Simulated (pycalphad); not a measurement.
CALPHAD calculation (pycalphad, COST 507 light-alloy database (1999)), 1 atm. The data set is of 1999 and partly superseded. Phase fractions are per mole of atoms.

Task: Give the equilibrium state of V-26.1Si (at.%) at 1377 °C.

Result: SIV3, fraction 0.917, with 25.1 Si at.%; SI3V5, fraction 0.083, with 37.5 Si at.%.

Database names, with the compositions (at.%) that they take in these runs: SIV3: V 75 Si 25; SI3V5: V 62 Si 37.
